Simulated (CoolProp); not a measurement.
Properties of ethylene along the isobar 6.84 bar.

Computed with CoolProp (reference Helmholtz-energy equation of state, Smukala 2000).

```
T (K)   phase           Z  cv (kJ/(kg K))  speed of sound (m/s)
-----  ------  ----------  --------------  --------------------
160.2  liquid     0.02479           1.395                  1380
165.3  liquid     0.02432           1.380                  1343
170.4  liquid     0.02390      (withheld)                  1305
175.6  liquid     0.02350           1.356                  1265
180.7  liquid     0.02315           1.346                  1226
185.8  liquid     0.02283           1.337                  1187
190.9  liquid     0.02255      (withheld)            (withheld)
196    liquid     0.02230      (withheld)                  1106
201.2  liquid     0.02207           1.321            (withheld)
206.3  liquid  (withheld)           1.318                  1020
211.4     gas      0.8757           1.085                 263.3
216.5     gas  (withheld)           1.083                 268.0
```

### Question
Complete the blanks.

### Answer

- 170.4, cv (kJ/(kg K)): 1.367
- 190.9, cv (kJ/(kg K)): 1.330
- 190.9, speed of sound (m/s): 1147
- 196, cv (kJ/(kg K)): 1.325
- 201.2, speed of sound (m/s): 1063
- 206.3, Z: 0.02189
- 216.5, Z: 0.8859
